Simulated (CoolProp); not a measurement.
Properties of carbon dioxide at several states.

The numbers come from the reference Helmholtz-energy equation of state, Span 1996 in CoolProp.

```
T (°C)  p (bar)  phase  density (kg/m³)  cp (kJ/(kg K))  expansivity (1/kK)  viscosity (µPa s)  conductivity (mW/(m K))  fugacity coefficient
------  -------  -----  ---------------  --------------  ------------------  -----------------  -----------------------  --------------------
581.95     4.44    gas            2.747             ___               1.172                ___                      ___                 1.001
300.75     4.83    gas            4.462           1.065               1.761                ___                     39.0                0.9983
35.65     0.214    gas           0.3672          0.8562               3.249                ___                     17.4                0.9991
180.55    0.141    gas           0.1645          0.9816               2.206               22.0                     29.1                0.9998
```

### Question
Fill in the missing entries.

### Answer

- 581.95, cp (kJ/(kg K)): 1.191
- 581.95, viscosity (µPa s): 36.8
- 581.95, conductivity (mW/(m K)): 60.6
- 300.75, viscosity (µPa s): 26.9
- 35.65, viscosity (µPa s): 15.4

Viscosity comes from a separate model (Laesecke 2017). Thermal conductivity comes from a separate model (Huber 2016).
